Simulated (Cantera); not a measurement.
A closed system holds: 1 mol Si, 1.8 mol Cl2, 0.2 mol H2, equilibrated at 575 K and 1.00 bar.

Method: chemical equilibrium by Gibbs-energy minimisation in Cantera with the NASA 1993 tables (ideal gas, pure condensed phases). Candidate condensed phases: Si; 19 gas species. The numbers say what is thermodynamically allowed, not how fast it happens.

Base state: SiCl4 0.755, H2 0.129, SiHCl3 0.115, SiH2Cl2 0.000814, HCl 1.25e-5 (mole fractions); condensed: Si(s).

Task: What changes in the equilibrium state with this change: temperature from 575 K to 825 K?

Result: 
```json
[
 {"species": "SiCl4", "before": "0.755", "after": "0.761"},
 {"species": "H2", "before": "0.129", "after": "0.133"},
 {"species": "SiHCl3", "before": "0.115", "after": "0.104"},
 {"species": "SiCl2", "before": "<1e-9", "after": "1.20e-5"},
 {"species": "SiCl3", "before": "4.01e-7", "after": "0.000322"},
 {"species": "HCl", "before": "1.25e-5", "after": "0.00120"},
 {"species": "Si(s), mol", "before": "0.0687", "after": "0.0717"}
]
```
The tables' values for SiCl3 are old estimates; treat these amounts as uncertain.
